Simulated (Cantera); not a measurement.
A closed system holds: 1 mol Cu, 0.14 mol CO, a varied amount of N₂, at 1.33 mbar.

Equilibrium computed with Cantera from the NASA thermochemical tables; the gas is ideal and each condensed phase is pure. Candidate condensed phases: C, Cu, CuO, Cu₂O; 27 gas species. Equilibrium is a limit: real reactors are often held back by kinetics, nucleation or transport.

What condenses at these points (T in K, n(N₂) in mol): (998, 2.3); (973, 4.7); (898, 4.7); (873, 4.7)?


| T (K) | n(N₂) in mol | condensed phases | Cu condensed (%) |
|---|---|---|---|
| 998 | 2.3 | Cu | 100.0 |
| 973 | 4.7 | Cu | 100.0 |
| 898 | 4.7 | C + Cu | 100.0 |
| 873 | 4.7 | C + Cu | 100.0 |
